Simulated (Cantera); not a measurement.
Input: 1 mol CuO, 3.7 mol C, 0.014 mol CO, at 700 °C and 100000 Pa.

These are equilibrium values from Cantera (NASA tables, ideal gas, pure condensed phases), not measurements of a reactor. Candidate condensed phases: C, Cu, CuO, Cu2O; 15 gas species. Equilibrium is a limit: real reactors are often held back by kinetics, nucleation or transport.

Base state: CO 0.618, CO2 0.382 (mole fractions); condensed: C(graphite) + Cu(s).

Question: What changes in the equilibrium state with this change: temperature from 700 °C to 1127 °C?

Answer: 
| species | before | after |
|---|---|---|
| CO | 0.618 | 0.998 |
| CO2 | 0.382 | 0.00171 |
| C(graphite), mol | 2.98 | 2.70 |
| Cu(s), mol | 1.00 | 0 |
| Cu(l), mol | 0 | 1.000 |

Question: What changes in the equilibrium state with this change: pressure from 100000 Pa to 133 Pa?

Answer: 
```
species           before    after
----------------  ------  -------
CO                 0.618    0.999
CO2                0.382  0.00133
C(graphite), mol    2.98     2.70
Cu(s), mol          1.00     1.00
```

Question: What changes in the equilibrium state with this change: temperature from 700 °C to 2175 °C?

Answer: 
| species | before | after |
|---|---|---|
| CO | 0.618 | 0.872 |
| Cu | <1e-9 | 0.126 |
| Cu2 | <1e-9 | 0.00175 |
| CO2 | 0.382 | 3.49e-6 |
| C(graphite), mol | 2.98 | 2.70 |
| Cu(s), mol | 1.00 | 0 |
| Cu(l), mol | 0 | 0.849 |
